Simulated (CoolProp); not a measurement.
Model: reference Helmholtz-energy equation of state, Akasaka 2023, in CoolProp.

Problem. For R1336mzz(E), give the phase and the cv (kJ/(kg K)), Joule-Thomson coefficient (K/MPa) at 301.3 K and 18.5 kPa; 301.3 K and 1390 kPa.

Solution. 
- 301.3 K and 18.5 kPa: gas; cv 0.769, Joule-Thomson coefficient 23.7
- 301.3 K and 1390 kPa: liquid; cv 0.882, Joule-Thomson coefficient -0.186
